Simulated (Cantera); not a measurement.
# Low-pressure radical oxidation in H2/O2

An isothermal, constant-pressure homogeneous reactor starts with 17.4 % H2, 72.5 % O2, 10.1 % N2, at 1375 K and 0.00350 bar.

Detailed kinetics in Cantera: GRI-Mech 3.0 (53 species, 325 reactions). Radical loss at walls, strong at low pressure, is not modelled. The temperature is held fixed by assumption; the heat of reaction is taken as removed at once.

```json
[
 {"t (s)": "0.000600", "x H2": "0.174", "x O2": "0.725", "x HO2": "3.25e-7", "x H2O2": "1.33e-9", "x NO": "<1e-12"},
 {"t (s)": "0.00270", "x H2": "0.0461", "x O2": "0.645", "x HO2": "1.13e-6", "x H2O2": "7.69e-8", "x NO": "9.70e-10"},
 {"t (s)": "0.0121", "x H2": "0.00834", "x O2": "0.613", "x HO2": "1.22e-6", "x H2O2": "4.87e-8", "x NO": "7.49e-8"},
 {"t (s)": "0.0545", "x H2": "0.00769", "x O2": "0.622", "x HO2": "1.25e-6", "x H2O2": "5.07e-8", "x NO": "3.67e-7"},
 {"t (s)": "0.245", "x H2": "0.00505", "x O2": "0.653", "x HO2": "1.29e-6", "x H2O2": "5.40e-8", "x NO": "1.05e-6"},
 {"t (s)": "1.10", "x H2": "0.000881", "x O2": "0.690", "x HO2": "7.78e-7", "x H2O2": "3.37e-8", "x NO": "1.40e-6"},
 {"t (s)": "4.95", "x H2": "5.23e-5", "x O2": "0.698", "x HO2": "1.22e-7", "x H2O2": "8.18e-9", "x NO": "1.42e-6"},
 {"t (s)": "22.2", "x H2": "4.83e-6", "x O2": "0.698", "x HO2": "4.28e-8", "x H2O2": "1.84e-9", "x NO": "1.42e-6"},
 {"t (s)": "100", "x H2": "1.27e-6", "x O2": "0.698", "x HO2": "5.91e-8", "x H2O2": "9.10e-10", "x NO": "1.43e-6"}
]
```
x: mole fraction; the columns are a selection and need not sum to one.

Equilibrium at this temperature and pressure: H2 1.19e-6, O2 0.698, HO2 6.06e-8, H2O2 8.89e-10, NO 0.000432 (gas phase only).
